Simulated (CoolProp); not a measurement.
A Linde-Hampson liquefier for normal hydrogen: isothermal reversible compression at 280 K from 1 atm to 40 MPa, throttling to 1 atm, return gas leaving the recuperator 5 K below the feed. Each further row changes one setting.

The numbers come from the reference Helmholtz-energy equation of state, Leachman 2009 in CoolProp.

| case | compression work (kJ/kg of gas) |
|---|---|
| as stated | 7200 |
| high pressure 80 MPa | 8320 |
| warm-end temperature 310 K | 7950 |
| warm-end gap 10 K | 7200 |
